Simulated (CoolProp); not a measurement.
R236FA at 293.15 K and 1.2 MPa flows at 1.5 m/s in a round tube of 4.6 mm bore and 45 µm roughness, fully developed (64/Re and Nu = 3.66 if laminar; Colebrook and Gnielinski if turbulent). Each further row changes one setting.

Model: reference Helmholtz-energy equation of state, Pan 2012, in CoolProp.

```json
[
 {"case": "as stated", "Reynolds number": "30700", "Darcy friction factor": "0.0395", "pressure drop (Pa/m)": "13400", "heat-transfer coefficient (W/(m² K))": "4430", "mass flow (kg/h)": "124"},
 {"case": "velocity 3 m/s", "Reynolds number": "61500", "Darcy friction factor": "0.0386", "pressure drop (Pa/m)": "52200", "heat-transfer coefficient (W/(m² K))": "8860", "mass flow (kg/h)": "248"},
 {"case": "diameter 9.2 mm", "Reynolds number": "61500", "Darcy friction factor": "0.0317", "pressure drop (Pa/m)": "5350", "heat-transfer coefficient (W/(m² K))": "3870", "mass flow (kg/h)": "496"}
]
```

Viscosity comes from a separate model (Huber 2003), an estimate that may be off by 10 % or more. Thermal conductivity comes from a separate model (Huber 2003), an estimate that may be off by 10 % or more.
